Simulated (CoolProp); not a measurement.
A simple Rankine cycle with cyclohexane: condensing at 333.15 K, boiler at 3.25 MPa, turbine inlet 575.5 K, turbine efficiency 0.75, pump efficiency 0.7, no recuperator. Each further row changes one setting.

Values from CoolProp's reference Helmholtz-energy equation of state, Zhou 2014.

```
case                             thermal efficiency (%)  net work (kJ/kg)  heat in (kJ/kg)  turbine exit temperature (K)  volume ratio over the turbine
-------------------------------  ----------------------  ----------------  ---------------  ----------------------------  -----------------------------
as stated                                    (withheld)               140              802                    (withheld)                           75.6
turbine inlet 595.5 K                              17.1               148              862                         513.7                           71.9
condensing temperature 325.15 K              (withheld)        (withheld)              818                         486.5                           99.7
boiler pressure 2.27 MPa                           16.3               135              826                         503.8                           47.0
turbine efficiency 0.65                            15.0               120              802                    (withheld)                           76.9
```

Fill in the missing entries.


- as stated, thermal efficiency (%): 17.4
- as stated, turbine exit temperature (K): 491.0
- condensing temperature 325.15 K, thermal efficiency (%): 18.3
- condensing temperature 325.15 K, net work (kJ/kg): 150
- turbine efficiency 0.65, turbine exit temperature (K): 499.7
